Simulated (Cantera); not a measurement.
Hydrocarbon pyrolysis for carbon deposition

An isothermal, constant-pressure homogeneous reactor starts with 41.7 % CH₄, 58.3 % H₂, at 1375 K and 1.00 bar.

Computed with Cantera and GRI-Mech 3.0 (53 species, 325 reactions). GRI-Mech 3.0 stops at C3 and has no aromatics, soot or wall deposition, so with more carbon than oxygen in the feed, carbon stays in small species such as C2H2 where larger ones or solid carbon would form.

```json
[
 {"t (s)": "3.00e-6", "x CH₄": "0.417", "x H₂": "0.583", "x H": "7.47e-9", "x C₂H₄": "<1e-12", "x C₂H₆": "<1e-12", "x CH₂": "<1e-12"},
 {"t (s)": "7.82e-6", "x CH₄": "0.417", "x H₂": "0.583", "x H": "1.62e-8", "x C₂H₄": "<1e-12", "x C₂H₆": "3.70e-12", "x CH₂": "<1e-12"},
 {"t (s)": "2.04e-5", "x CH₄": "0.417", "x H₂": "0.583", "x H": "3.90e-8", "x C₂H₄": "2.91e-12", "x C₂H₆": "6.70e-11", "x CH₂": "<1e-12"},
 {"t (s)": "5.31e-5", "x CH₄": "0.417", "x H₂": "0.583", "x H": "9.82e-8", "x C₂H₄": "5.93e-11", "x C₂H₆": "1.19e-9", "x CH₂": "<1e-12"},
 {"t (s)": "0.000138", "x CH₄": "0.417", "x H₂": "0.583", "x H": "2.50e-7", "x C₂H₄": "1.10e-9", "x C₂H₆": "2.07e-8", "x CH₂": "1.03e-12"},
 {"t (s)": "0.000361", "x CH₄": "0.417", "x H₂": "0.583", "x H": "6.01e-7", "x C₂H₄": "1.88e-8", "x C₂H₆": "3.34e-7", "x CH₂": "6.04e-12"},
 {"t (s)": "0.000940", "x CH₄": "0.417", "x H₂": "0.583", "x H": "1.09e-6", "x C₂H₄": "2.51e-7", "x C₂H₆": "3.65e-6", "x CH₂": "2.01e-11"},
 {"t (s)": "0.00245", "x CH₄": "0.417", "x H₂": "0.583", "x H": "1.28e-6", "x C₂H₄": "2.11e-6", "x C₂H₆": "1.78e-5", "x CH₂": "2.76e-11"},
 {"t (s)": "0.00638", "x CH₄": "0.417", "x H₂": "0.583", "x H": "1.40e-6", "x C₂H₄": "1.36e-5", "x C₂H₆": "4.91e-5", "x CH₂": "3.27e-11"},
 {"t (s)": "0.0166", "x CH₄": "0.416", "x H₂": "0.584", "x H": "1.54e-6", "x C₂H₄": "7.52e-5", "x C₂H₆": "9.27e-5", "x CH₂": "3.96e-11"},
 {"t (s)": "0.0434", "x CH₄": "0.416", "x H₂": "0.584", "x H": "1.61e-6", "x C₂H₄": "0.000297", "x C₂H₆": "0.000116", "x CH₂": "4.33e-11"},
 {"t (s)": "0.113", "x CH₄": "0.414", "x H₂": "0.585", "x H": "1.63e-6", "x C₂H₄": "0.000805", "x C₂H₆": "0.000121", "x CH₂": "4.42e-11"},
 {"t (s)": "0.294", "x CH₄": "0.409", "x H₂": "0.588", "x H": "1.67e-6", "x C₂H₄": "0.00171", "x C₂H₆": "0.000128", "x CH₂": "4.54e-11"},
 {"t (s)": "0.767", "x CH₄": "0.398", "x H₂": "0.595", "x H": "1.75e-6", "x C₂H₄": "0.00338", "x C₂H₆": "0.000140", "x CH₂": "4.74e-11"},
 {"t (s)": "2.00", "x CH₄": "0.373", "x H₂": "0.610", "x H": "1.96e-6", "x C₂H₄": "0.00701", "x C₂H₆": "0.000169", "x CH₂": "5.28e-11"}
]
```
x: mole fraction; the columns are a selection and need not sum to one.

Equilibrium at this temperature and pressure: CH₄ 0.304, H₂ 0.653, H 2.79e-6, C₂H₄ 0.0176, C₂H₆ 0.000281, CH₂ 7.67e-11 (gas phase only).
